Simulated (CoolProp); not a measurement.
Vapour-liquid equilibrium of cyclohexane (1) + n-dodecane (2) at 0.175 MPa; x and y are mole fractions of (1).

The numbers come from the multi-fluid Helmholtz-energy mixture model, Zhou 2014 and Lemmon 2004; pair parameters Bell 2016 in CoolProp.

```json
[
 {"x": "0.05", "bubble temperature, mixture model (K)": "496.9", "bubble temperature, Raoult's law (K)": "487.3", "y, mixture model": "0.323", "y, Raoult's law": "0.478"},
 {"x": "0.125", "bubble temperature, mixture model (K)": "473.4", "bubble temperature, Raoult's law (K)": "459.3", "y, mixture model": "0.638", "y, Raoult's law": "0.767"},
 {"x": "0.2", "bubble temperature, mixture model (K)": "453.5", "bubble temperature, Raoult's law (K)": "440.3", "y, mixture model": "0.804", "y, Raoult's law": "0.878"},
 {"x": "0.275", "bubble temperature, mixture model (K)": "437.5", "bubble temperature, Raoult's law (K)": "426.5", "y, mixture model": "0.889", "y, Raoult's law": "0.929"},
 {"x": "0.35", "bubble temperature, mixture model (K)": "424.7", "bubble temperature, Raoult's law (K)": "416.0", "y, mixture model": "0.934", "y, Raoult's law": "0.956"},
 {"x": "0.425", "bubble temperature, mixture model (K)": "414.2", "bubble temperature, Raoult's law (K)": "407.6", "y, mixture model": "0.960", "y, Raoult's law": "0.971"},
 {"x": "0.5", "bubble temperature, mixture model (K)": "405.7", "bubble temperature, Raoult's law (K)": "400.7", "y, mixture model": "0.975", "y, Raoult's law": "0.981"},
 {"x": "0.575", "bubble temperature, mixture model (K)": "398.5", "bubble temperature, Raoult's law (K)": "394.9", "y, mixture model": "0.984", "y, Raoult's law": "0.987"},
 {"x": "0.65", "bubble temperature, mixture model (K)": "392.4", "bubble temperature, Raoult's law (K)": "389.9", "y, mixture model": "0.990", "y, Raoult's law": "0.991"},
 {"x": "0.725", "bubble temperature, mixture model (K)": "387.2", "bubble temperature, Raoult's law (K)": "385.6", "y, mixture model": "0.994", "y, Raoult's law": "0.994"},
 {"x": "0.8", "bubble temperature, mixture model (K)": "382.7", "bubble temperature, Raoult's law (K)": "381.7", "y, mixture model": "0.996", "y, Raoult's law": "0.997"},
 {"x": "0.875", "bubble temperature, mixture model (K)": "378.7", "bubble temperature, Raoult's law (K)": "378.2", "y, mixture model": "0.998", "y, Raoult's law": "0.998"},
 {"x": "0.95", "bubble temperature, mixture model (K)": "375.3", "bubble temperature, Raoult's law (K)": "375.1", "y, mixture model": "0.999", "y, Raoult's law": "0.999"}
]
```

The largest gap from Raoult's law is +14.1 K in bubble temperature, at x = 0.125. No azeotrope shows between x = 0.05 and 0.95.

Pair parameters are fitted to limited data, so mixtures are less certain than the pure fluids.
